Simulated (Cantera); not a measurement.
Cantera run, input and output.

```python
import numpy as np
import cantera as ct

gas = ct.Solution("gri30.yaml")
gas.TPX = 1275, 170000, {'N2O': 1, 'N2': 3.7}
reactor = ct.IdealGasConstPressureReactor(gas, energy="off", clone=False)
net = ct.ReactorNet([reactor])
net.rtol, net.atol = 1e-08, 1e-18
show = ['N2O', 'N2', 'O2', 'NO', 'NO2', 'O']
times = np.geomspace(3e-05, 7, 15)

steps = ct.SolutionArray(gas, extra=["t"])
rows = []
print(f"{'t/s':>10s}{'T/K':>9s}{'P/Pa':>11s}" + "".join(f"{s:>11s}" for s in show))
for t in times:
    while net.time < t:
        t_next = net.step()
        steps.append(gas.state, t=t_next)
    rows.append([np.interp(t, steps.t, y) for y in (steps.T, steps.P, *steps(*show).X.T)])
    print(f"{t:10.3e}{rows[-1][0]:9.1f}{rows[-1][1]:11.4g}" + "".join(f"{x:11.3e}" for x in rows[-1][2:]))
rate = np.gradient(steps.T, steps.t)
print("integrator steps:", len(steps.t))
if steps.T.max() > steps.T[0] + 200:
    print(f"time of steepest temperature rise: {steps.t[rate.argmax()]:.4e} s")
gas.TPX = 1275, 170000, {'N2O': 1, 'N2': 3.7}
gas.equilibrate("TP")
print(f"equilibrium (TP): T = {gas.T:.1f} K  " + "  ".join(f"{s} {gas[s].X[0]:.3e}" for s in show))
```

Result:

```
       t/s      T/K       P/Pa        N2O         N2         O2         NO        NO2          O
 3.000e-05   1275.0    1.7e+05  2.127e-01  7.872e-01  6.123e-06  1.946e-06  1.011e-10  4.488e-06
 7.254e-05   1275.0    1.7e+05  2.127e-01  7.873e-01  1.989e-05  6.320e-06  1.062e-09  4.953e-06
 1.754e-04   1275.0    1.7e+05  2.126e-01  7.873e-01  5.412e-05  1.719e-05  7.771e-09  4.970e-06
 4.240e-04   1275.0    1.7e+05  2.124e-01  7.874e-01  1.368e-04  4.343e-05  4.835e-08  4.968e-06
 1.025e-03   1275.0    1.7e+05  2.119e-01  7.877e-01  3.363e-04  1.066e-04  2.732e-07  4.963e-06
 2.479e-03   1275.0    1.7e+05  2.107e-01  7.883e-01  8.157e-04  2.577e-04  1.384e-06  4.947e-06
 5.994e-03   1275.0    1.7e+05  2.077e-01  7.897e-01  1.959e-03  6.151e-04  5.834e-06  4.901e-06
 1.449e-02   1275.0    1.7e+05  2.009e-01  7.930e-01  4.630e-03  1.440e-03  1.896e-05  4.781e-06
 3.504e-02   1275.0    1.7e+05  1.856e-01  8.005e-01  1.060e-02  3.237e-03  4.881e-05  4.505e-06
 8.472e-02   1275.0    1.7e+05  1.549e-01  8.156e-01  2.270e-02  6.669e-03  1.058e-04  3.941e-06
 2.048e-01   1275.0    1.7e+05  1.048e-01  8.406e-01  4.280e-02  1.165e-02  1.885e-04  2.959e-06
 4.952e-01   1275.0    1.7e+05  4.758e-02  8.698e-01  6.642e-02  1.597e-02  2.590e-04  1.636e-06
 1.197e+00   1275.0    1.7e+05  1.032e-02  8.895e-01  8.252e-02  1.742e-02  2.737e-04  4.666e-07
 2.895e+00   1275.0    1.7e+05  4.254e-04  8.948e-01  8.699e-02  1.753e-02  2.119e-04  4.871e-08
 7.000e+00   1275.0    1.7e+05  3.454e-07  8.951e-01  8.720e-02  1.756e-02  1.771e-04  2.548e-08
integrator steps: 1061
equilibrium (TP): T = 1275.0 K  N2O 2.289e-08  N2 9.037e-01  O2 9.603e-02  NO 2.441e-04  NO2 2.583e-06  O 2.671e-08
```

Cantera simulation using GRI-Mech 3.0 (53 species, 325 reactions); the numbers are that mechanism's predictions, not measurements. GRI-Mech 3.0 was tuned for natural gas; its chemistry of N2O as a main component is partial and can be far from experiment. The mechanism lacks the step 2 NO + O2 → 2 NO2, which can matter for NO2 below about 1400 K. The temperature is held fixed by assumption; the heat of reaction is taken as removed at once.
